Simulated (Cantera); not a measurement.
Input: 1 mol B, 2 mol N2, 1.5 mol H2, held at 1025 K and 0.165 Torr.

Method: chemical equilibrium by Gibbs-energy minimisation in Cantera with the NASA 1993 tables (ideal gas, pure condensed phases). Candidate condensed phases: B, BN; 15 gas species. N2 is the only nitrogen source here; it is nearly inert below about 1500 K, so the nitride shown seldom forms there in practice. The numbers say what is thermodynamically allowed, not how fast it happens.

Base state: H2 0.500, N2 0.500 (mole fractions); condensed: BN(s).

Q: What changes in the equilibrium state with this change: B replaced by BF3?

A: 
| species | before | after |
|---|---|---|
| N2 | 0.500 | 0.442 |
| H2 | 0.500 | 0.326 |
| BF3 | 0 | 0.218 |
| HF | 0 | 0.0138 |
| BHF2 | 0 | 4.10e-5 |
| BN(s), mol | 1.00 | 0.0206 |

Q: What changes in the equilibrium state with this change: temperature from 1025 K to 1700 K?

A: 
```
species      before    after
----------  -------  -------
N2            0.500    0.498
H2            0.500    0.495
H           2.08e-7  0.00699
BN(s), mol     1.00    1.000
```
